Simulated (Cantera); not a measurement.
## Mg(OH)2 + H2 + CO2 (calcination and drying)

Input: 1 mol Mg(OH)2, 0.41 mol H2, 3.2 mol CO2, held at 1 atm.

Cantera equilibrium calculation (NASA polynomials, part measured and part estimated; ideal gas, pure solids and liquids). Candidate condensed phases: C, C6H6, C7H8, C8H18, H2O, Mg, MgCO3, MgO, Mg(OH)2; 116 gas species. Equilibrium is a limit: real reactors are often held back by kinetics, nucleation or transport.

```
T (K)  x CO2  x H2O    x H2      x CO     x CH4  n C(graphite)  n MgCO3(s)  n MgO(s)
-----  -----  -----  ------  --------  --------  -------------  ----------  --------
575    0.612  0.353  0.0110  0.000480    0.0238         0.0220        1.00         0
625    0.613  0.339  0.0227   0.00198    0.0236              0        1.00         0
675    0.692  0.256  0.0315   0.00710    0.0132              0           0      1.00
725    0.680  0.250  0.0464    0.0167   0.00676              0           0      1.00
775    0.666  0.250  0.0539    0.0285   0.00170              0           0      1.00
825    0.657  0.254  0.0511    0.0370  0.000227              0           0      1.00
875    0.651  0.260  0.0456    0.0432   2.88e-5              0           0      1.00
925    0.646  0.265  0.0404    0.0485   4.17e-6              0           0      1.00
975    0.641  0.270  0.0358    0.0531   6.99e-7              0           0      1.00
```
x: gas mole fraction; n: condensed amount in mol.

At 575 K the condensed part is C(graphite) + MgCO3(s). At 625 K the condensed part is MgCO3(s). From 675 K to 975 K the condensed part is MgO(s).
